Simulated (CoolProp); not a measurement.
Model: reference Helmholtz-energy equation of state, Polt 1992, in CoolProp. This equation is an older, rougher fit.

For cyclopropane, give the phase and the cv (kJ/(kg K)), Joule-Thomson coefficient (K/MPa) at 406.6 K and 0.101 MPa; 413.3 K and 0.101 MPa.


- 406.6 K and 0.101 MPa: gas; cv 1.66, Joule-Thomson coefficient 7.67
- 413.3 K and 0.101 MPa: gas; cv 1.69, Joule-Thomson coefficient 7.22
